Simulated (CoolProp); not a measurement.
Vapour-liquid equilibrium of cyclohexane (1) + n-nonane (2) at 272 kPa; x and y are mole fractions of (1).

Model: multi-fluid Helmholtz-energy mixture model, Zhou 2014 and Lemmon 2006; pair parameters Bell 2016, in CoolProp.

| x | bubble temperature, mixture model (K) | bubble temperature, Raoult's law (K) | y, mixture model | y, Raoult's law |
|---|---|---|---|---|
| 0.05 | 458.8 | 458.0 | ? | 0.193 |
| 0.2 | 441.7 | 439.5 | ? | 0.557 |
| 0.35 | 428.2 | 425.6 | 0.703 | 0.747 |
| 0.5 | ? | 414.7 | 0.826 | 0.855 |
| 0.65 | 407.6 | 405.9 | 0.906 | 0.921 |
| 0.8 | 399.6 | 398.7 | ? | 0.964 |
| 0.95 | ? | 392.5 | 0.992 | 0.993 |

Problem. Some entries are withheld; supply them.

Solution. 
- 0.05, y, mixture model: 0.164
- 0.2, y, mixture model: 0.504
- 0.5, bubble temperature, mixture model (K): 417.1
- 0.8, y, mixture model: 0.958
- 0.95, bubble temperature, mixture model (K): 392.7

The largest gap from Raoult's law is +2.6 K in bubble temperature, at x = 0.35. No azeotrope shows between x = 0.05 and 0.95.

The pair parameters rest on a limited set of measurements; away from them the model extrapolates.
